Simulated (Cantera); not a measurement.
Input: 1 mol Cu, 0.004 mol O2, 83 mol H2, equilibrated at 1.00 Torr.

Cantera equilibrium calculation (NASA polynomials, part measured and part estimated; ideal gas, pure solids and liquids). Candidate condensed phases: Cu, CuO, Cu(OH)2, Cu2O, H2O; 12 gas species. Kinetics and transport are ignored.

x: gas mole fraction; n: condensed amount in mol.

```tsv
T (K)	x H2	x H	x Cu	x H2O	x Cu2	n Cu(s)	n Cu(l)
948	1.000	1.44e-8	1.30e-9	9.64e-5	<1e-12	1.00	0
1098	1.000	6.77e-7	4.18e-7	9.64e-5	3.25e-12	1.000	0
1248	1.000	1.28e-5	3.30e-5	9.64e-5	1.60e-9	0.997	0
1398	0.999	?	?	9.63e-5	?	0	?
1548	0.987	?	0.0119	9.52e-5	?	0	0
1698	0.984	0.00393	0.0119	9.50e-5	1.46e-6	0	0
1848	0.974	0.0143	0.0118	9.45e-5	4.70e-7	0	0
1998	0.946	0.0427	0.0117	9.28e-5	1.76e-7	0	0
```

Task: What belongs in the gaps?

Result: 
- 1398, x H: 0.000130
- 1398, x Cu: 0.000973
- 1398, x Cu2: 1.87e-7
- 1398, n Cu(l): 0.919
- 1548, x H: 0.000838
- 1548, x Cu2: 5.54e-6
